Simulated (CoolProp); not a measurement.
Hexamethyldisiloxane (MM) along the isotherm 572.8 K: Z from the reference equation and from simpler models built on Tc = 518.7 K, pc = 1.931 MPa, ω = 0.418; each cubic takes its own stable root.

Model: reference Helmholtz-energy equation of state, Thol 2016, in CoolProp.

| p (MPa) | phase | reference | van der Waals | Redlich-Kwong | Soave-Redlich-Kwong | Peng-Robinson |
|---|---|---|---|---|---|---|
| 1.49 | gas | 0.7879 | 0.7852 | 0.7772 | 0.8025 | 0.7794 |
| 2.97 | supercritical | 0.5473 | 0.4479 | 0.4833 | 0.5757 | 0.5436 |
| 4.46 | supercritical | 0.4397 | 0.4991 | 0.4523 | 0.5083 | 0.4708 |
| 5.94 | supercritical | 0.4958 | 0.6026 | 0.5193 | 0.5595 | 0.5126 |
| 7.43 | supercritical | 0.5734 | 0.7105 | 0.5963 | 0.6304 | 0.5747 |
| 8.91 | supercritical | 0.6541 | 0.8173 | 0.6742 | 0.7051 | 0.6410 |
| 10.4 | supercritical | 0.7358 | 0.9237 | 0.7522 | 0.7812 | 0.7089 |
| 11.9 | supercritical | 0.8176 | 1.030 | 0.8300 | 0.8577 | 0.7773 |
| 13.4 | supercritical | 0.8987 | 1.134 | 0.9069 | 0.9335 | 0.8453 |
| 14.9 | supercritical | 0.9790 | 1.238 | 0.9829 | 1.009 | 0.9128 |
| 16.3 | supercritical | 1.053 | 1.334 | 1.053 | 1.078 | 0.9753 |
| 17.8 | supercritical | 1.132 | 1.436 | 1.127 | 1.152 | 1.042 |
| 19.3 | supercritical | 1.210 | 1.537 | 1.201 | 1.225 | 1.108 |
